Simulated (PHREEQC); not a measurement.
1 kg of water holding 7.2 mmol/kgw NaCl and 63 mmol/kgw KCl is evaporated at 40 °C; the solids stay in contact with the brine. No CO2 enters from the air. Solids allowed: Halite, Sylvite. Others were left out.

Model: Pitzer model, pitzer.dat, run in PHREEQC.

Question: Predict ionic strength, water activity at water left (kg) = 0.6755, 0.4563, 0.3082, 0.04335, 0.005012.

Answer: 
```json
[
 {"water left (kg)": "0.6755", "ionic strength": "0.104", "water activity": "0.997"},
 {"water left (kg)": "0.4563", "ionic strength": "0.154", "water activity": "0.995"},
 {"water left (kg)": "0.3082", "ionic strength": "0.228", "water activity": "0.993"},
 {"water left (kg)": "0.04335", "ionic strength": "1.62", "water activity": "0.948"},
 {"water left (kg)": "0.005012", "ionic strength": "5.91", "water activity": "0.796"}
]
```

Species that the database lacks are ignored. Away from 25 °C the constants follow the database's enthalpies or fits; those with neither stay at their 25 °C values.
